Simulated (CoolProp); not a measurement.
Model: reference Helmholtz-energy equation of state, Thol 2019, in CoolProp.

Task: Give the vapour pressure (bar), vapour density (kg/m³), enthalpy of vaporisation (kJ/kg), liquid cp (kJ/(kg K)) of saturated tetradecamethylhexasiloxane (MD4M) at 317.2 K.

Result: 
```
T (K)  p (bar)  vapour density (kg/m³)  enthalpy of vaporisation (kJ/kg)  liquid cp (kJ/(kg K))
-----  -------  ----------------------  --------------------------------  ---------------------
317.2  4.83e-5                0.000841                               168                   1.76
```
